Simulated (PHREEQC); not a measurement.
Model water analysis in mg/L, 25 °C, pH 2.86, pe 8.6: Na 81.1; K 5.86; Ca 22; Mg 28.8; Cl 39.9; S(6) as SO4 432; Pb 0.154; N(5) as NO3 0.709; B 0.211.

Cl is adjusted to close the charge balance.
Valence states are taken as typed.

Model: ion-association model, phreeqc.dat, run in PHREEQC.

```
quantity                     before     after
-------------------------  --------  --------
ionic strength (mol/kgw)     0.0128    0.0122
HSO4- (mol/kgw)            0.000353  0.000520
MgSO4 (mol/kgw)            0.000311  0.000408
KSO4- (mol/kgw)             2.42e-6   3.07e-6
CaHSO4+ (mol/kgw)           1.18e-6   1.70e-6
Pb+2 (mol/kgw)              4.02e-7   4.18e-7
SI of Anglesite (PbSO4)       -1.43     -1.56
SI of Gypsum (CaSO4:2H2O)     -1.61     -1.62
```

Task: Which change was made?
(A) temperature from 25 to 45 °C at the same typed pH
(B) B from 0.211 to 0.422 mg/L
(C) Pb from 0.154 to 0.462 mg/L

Result: A, temperature from 25 to 45 °C at the same typed pH

This is a speciation only: nothing precipitates in the calculation. Away from 25 °C the constants follow the database's enthalpies or fits; those with neither stay at their 25 °C values.
